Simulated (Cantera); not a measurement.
Input: 1 mol CS2, 0.12 mol H2, 0.49 mol O2, equilibrated at 133 Pa.

These are equilibrium values from Cantera (NASA tables, ideal gas, pure condensed phases), not measurements of a reactor. Candidate condensed phases: C, C6H6, C7H8, C8H18, H2O, H2SO4, S; 123 gas species. The numbers say what is thermodynamically allowed, not how fast it happens.

Task: At 1850 °C, list the 4 most abundant gas species with their mole fractions, and the condensed phases.

Result: CO 0.434, S2 0.375, S 0.114, H2 0.0378. Condensed: gas only.
